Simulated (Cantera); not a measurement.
A closed system holds: 1 mol B₂O₃, 3.5 mol F₂, 13 mol H₂, at 1850 K and 0.0608 Torr.

Equilibrium computed with Cantera from the NASA thermochemical tables; the gas is ideal and each condensed phase is pure. Candidate condensed phases: B, B₂O₃, B₃O₃H₃, H₂O; 43 gas species. Equilibrium is a limit: real reactors are often held back by kinetics, nucleation or transport.

Base state: H₂ 0.510, HF 0.287, BOF 0.104, H₂O 0.0486, H 0.0427, HBO₂ 0.00686, BO 0.000322, OH 0.000301 (mole fractions); condensed: gas only.

Problem. What changes in the equilibrium state with this change: temperature from 1850 K to 875 K?

Solution. 
```
species         before     after
------------  --------  --------
H₂               0.510     0.598
HF               0.287     0.204
H₂O             0.0486     0.118
BOF              0.104  0.000421
H               0.0427   4.31e-9
BF₃            3.78e-6    0.0726
B₃O₃F₃           <1e-9   0.00611
BO            0.000322     <1e-9
OH            0.000301     <1e-9
HBO           0.000227     <1e-9
B₂O₃           7.82e-5     <1e-9
B₂O₃(l), mol         0     0.274
```

Problem. What changes in the equilibrium state with this change: temperature from 1850 K to 1250 K?

Solution. 
```json
[
 {"species": "H₂", "before": "0.510", "after": "0.545"},
 {"species": "HF", "before": "0.287", "after": "0.284"},
 {"species": "BOF", "before": "0.104", "after": "0.104"},
 {"species": "H", "before": "0.0427", "after": "3.97e-5"},
 {"species": "H₂O", "before": "0.0486", "after": "0.0560"},
 {"species": "BO", "before": "0.000322", "after": "1.44e-8"},
 {"species": "O", "before": "1.92e-5", "after": "<1e-9"},
 {"species": "B₃O₃F₃", "before": "<1e-9", "after": "1.24e-5"},
 {"species": "BO₂", "before": "5.15e-5", "after": "5.78e-9"},
 {"species": "OH", "before": "0.000301", "after": "4.20e-8"}
]
```
